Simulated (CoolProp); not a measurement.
Vapour-liquid equilibrium of propylene (1) + isobutane (2) at 251.8 K; x and y are mole fractions of (1).

Values from CoolProp's multi-fluid Helmholtz-energy mixture model, Lemmon 2013 and Bücker 2006; pair parameters Bell 2016.

| x | bubble pressure, mixture model (MPa) | bubble pressure, Raoult's law (MPa) | y, mixture model | y, Raoult's law |
|---|---|---|---|---|
| 0.05 | 0.08328 | 0.07959 | 0.211 | 0.183 |
| 0.125 | 0.09966 | 0.09631 | 0.379 | 0.378 |
| 0.2 | 0.1123 | 0.1130 | 0.482 | 0.516 |
| 0.275 | 0.1235 | 0.1298 | 0.561 | 0.618 |
| 0.35 | 0.1345 | 0.1465 | 0.629 | 0.696 |
| 0.425 | 0.1461 | 0.1632 | 0.693 | 0.759 |
| 0.5 | 0.1590 | 0.1799 | 0.753 | 0.810 |
| 0.575 | 0.1737 | 0.1966 | 0.811 | 0.852 |
| 0.65 | 0.1905 | 0.2133 | 0.863 | 0.888 |
| 0.725 | 0.2098 | 0.2301 | 0.908 | 0.918 |
| 0.8 | 0.2312 | 0.2468 | 0.945 | 0.945 |
| 0.875 | 0.2541 | 0.2635 | 0.972 | 0.968 |
| 0.95 | 0.2770 | 0.2802 | 0.991 | 0.988 |

The largest gap from Raoult's law is -11.6 % in bubble pressure, at x = 0.575. No azeotrope shows between x = 0.05 and 0.95.

The pair parameters rest on a limited set of measurements; away from them the model extrapolates. The gap from Raoult's law changes sign with composition, which may be real or a fault of the pair parameters; it wasn't checked against measurements.
